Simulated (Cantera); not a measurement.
Mixture: 36.1 % H2, 9.03 % O2, 54.9 % N2, at 0.987 atm, adiabatic and at constant volume. Ignition delay is the time to a rise of 400 K.

Cantera simulation using GRI-Mech 3.0 (53 species, 325 reactions); the numbers are that mechanism's predictions, not measurements. Where the delays flatten at high temperature, the 400 K rule measures the pace of heat release, not the induction time.

Predict: delay at 1225 K; delay at 1425 K; delay at 1625 K; delay at 1825 K.


* **delay at 1225 K**: 57.1 µs
* **delay at 1425 K**: 27.2 µs
* **delay at 1625 K**: 19.9 µs
* **delay at 1825 K**: 19.7 µs
